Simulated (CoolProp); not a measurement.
Properties of R152A along the isotherm 314.9 K (Tc = 386.4 K, pc = 4.517 MPa, ω = 0.275).

Values from CoolProp's reference Helmholtz-energy equation of state, Outcalt 1996. It is a modified Benedict-Webb-Rubin equation, recast in Helmholtz form.

```tsv
p (MPa)	phase	cv (kJ/(kg K))	Joule-Thomson coefficient (K/MPa)	expansivity (1/kK)	viscosity (µPa s)	Prandtl number	fugacity coefficient
0.143	gas	0.9499	23.28	3.475	11.8	0.813	0.9756
0.241	gas	0.9609	23.49	3.705	11.8	0.827	0.9590
0.407	gas	0.9805	23.89	4.155	11.8	0.853	0.9310
0.687	gas	1.017	24.74	5.154	11.9	0.908	0.8840
1.16	liquid	1.167	0.04697	3.417	133	2.68	0.6937
1.96	liquid	1.166	0.02527	3.305	136	2.68	0.4203
3.3	liquid	1.165	-0.006832	3.141	139	2.69	0.2596
5.57	liquid	1.164	-0.05192	2.913	145	2.71	0.1643
9.4	liquid	1.164	-0.1098	2.622	155	2.75	0.1086
15.9	liquid	1.164	-0.1774	2.285	171	2.83	0.07701
26.8	liquid	1.167	-0.2471	1.933	196	2.97	0.06150
45.2	liquid	1.174	-0.3117	1.592	237	3.24	0.05922
```

Viscosity comes from a separate model (Bell 2016), an estimate that may be off by 10 % or more. Thermal conductivity comes from a separate model (Krauss 1996).
